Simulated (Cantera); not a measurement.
## Low-pressure radical oxidation in H2/O2

An isothermal, constant-pressure homogeneous reactor starts with H2 : O2 = 0.079 : 1 (molar parts), equivalence ratio 0.040, at 1275 K and 1.28 Torr.

Cantera simulation using the H2/O2 subset of GRI-Mech 3.0, which has no nitrogen chemistry; the numbers are that mechanism's predictions, not measurements. Radical loss at walls, strong at low pressure, is not modelled. The temperature is held fixed by assumption; the heat of reaction is taken as removed at once.

| t (s) | x H2 | x O2 | x H | x O | x H2O2 |
|---|---|---|---|---|---|
| 1.00e-5 | 0.0732 | 0.927 | 2.96e-10 | 5.82e-12 | <1e-12 |
| 3.78e-5 | 0.0732 | 0.927 | 1.07e-9 | 7.96e-11 | <1e-12 |
| 0.000143 | 0.0732 | 0.927 | 3.48e-9 | 9.90e-10 | <1e-12 |
| 0.000541 | 0.0732 | 0.927 | 1.15e-8 | 1.06e-8 | 6.18e-12 |
| 0.00205 | 0.0732 | 0.927 | 1.29e-7 | 2.04e-7 | 8.72e-11 |
| 0.00775 | 0.0716 | 0.926 | 0.000421 | 0.000696 | 1.25e-9 |
| 0.0293 | 0.00167 | 0.870 | 0.0137 | 0.0473 | 1.42e-8 |
| 0.111 | 0.00162 | 0.872 | 0.0130 | 0.0456 | 1.42e-8 |
| 0.419 | 0.00144 | 0.879 | 0.0106 | 0.0397 | 1.45e-8 |
| 1.59 | 0.000925 | 0.896 | 0.00514 | 0.0242 | 1.47e-8 |
| 6.00 | 0.000247 | 0.917 | 0.000668 | 0.00617 | 1.14e-8 |
x: mole fraction; the columns are a selection and need not sum to one.

Equilibrium at this temperature and pressure: H2 1.07e-7, O2 0.924, H 5.87e-9, O 2.62e-6, H2O2 1.36e-10 (gas phase only).
